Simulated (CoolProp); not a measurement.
Vapour pressure (kPa) of R1234ze(E): the reference equation beside estimates from Tc = 109.4 °C, pc = 3635 kPa, ω = 0.313. Clausius-Clapeyron is anchored at -96.75 °C with a constant enthalpy of vaporisation of 27.13 kJ/mol.

Values from CoolProp's reference Helmholtz-energy equation of state, Thol 2016.

| T (°C) | reference | Lee-Kesler | Clausius-Clapeyron | van der Waals | Redlich-Kwong | Peng-Robinson |
|---|---|---|---|---|---|---|
| -96.75 | 0.5177 | 0.4942 | 0.5177 | 57.21 | 2.485 | 0.5781 |
| -91.85 | 0.8514 | 0.8105 | 0.8535 | 69.69 | 3.789 | 0.9338 |
| -86.95 | 1.357 | 1.290 | 1.370 | 84.06 | 5.617 | 1.465 |
| -82.05 | 2.100 | 1.998 | 2.148 | 100.4 | 8.116 | 2.239 |
| -77.15 | 3.167 | 3.018 | 3.291 | 119.0 | 11.46 | 3.339 |
| -72.25 | 4.663 | 4.453 | 4.939 | 139.9 | 15.83 | 4.868 |
| -67.35 | 6.713 | 6.429 | 7.270 | 163.3 | 21.45 | 6.952 |
| -62.45 | 9.469 | 9.100 | 10.51 | 189.3 | 28.56 | 9.738 |
| -57.55 | 13.11 | 12.64 | 14.94 | 218.0 | 37.40 | 13.40 |
| -52.65 | 17.83 | 17.27 | 20.92 | 249.6 | 48.26 | 18.14 |
| -47.75 | 23.87 | 23.21 | 28.85 | 284.3 | 61.41 | 24.18 |
| -42.85 | 31.48 | 30.73 | 39.26 | 322.1 | 77.17 | 31.77 |
| -37.95 | 40.96 | 40.14 | 52.74 | 363.2 | 95.83 | 41.21 |
| -33.15 | 52.34 | 51.48 | 69.60 | 406.8 | 117.2 | 52.54 |

Absolute difference from the reference over all 14 rows, mean and median: Lee-Kesler 3.7 and 4.1 %, Clausius-Clapeyron 12.2 and 9.6 %, van der Waals 3353.0 and 2115.9 %, Redlich-Kwong 226.0 and 210.6 %, Peng-Robinson 4.2 and 3.2 %.
